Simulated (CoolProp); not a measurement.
Vapour-liquid equilibrium of CHF3 (R23) (1) + R143a (2) at 0.424 bar; x and y are mole fractions of (1).

Model: multi-fluid Helmholtz-energy mixture model, Penoncello 2003 and Lemmon and Jacobsen 2000; pair parameters Bell 2016, in CoolProp.

| x | bubble temperature, mixture model (°C) | bubble temperature, Raoult's law (°C) | y, mixture model | y, Raoult's law |
|---|---|---|---|---|
| 0.05 | -67.4 | -68.1 | 0.215 | 0.251 |
| 0.2 | -76.2 | -76.9 | 0.618 | 0.636 |
| 0.35 | -82.8 | -82.8 | 0.803 | 0.801 |
| 0.5 | -87.4 | -87.0 | 0.892 | 0.887 |
| 0.65 | -90.7 | -90.3 | 0.940 | 0.939 |
| 0.8 | -93.1 | -93.0 | 0.970 | 0.972 |
| 0.95 | -95.2 | -95.2 | 0.993 | 0.994 |

The largest gap from Raoult's law is +0.7 K in bubble temperature, at x = 0.2. No azeotrope shows between x = 0.05 and 0.95.

Pair parameters are fitted to limited data, so mixtures are less certain than the pure fluids. The gap from Raoult's law changes sign with composition, which may be real or a fault of the pair parameters; it wasn't checked against measurements.
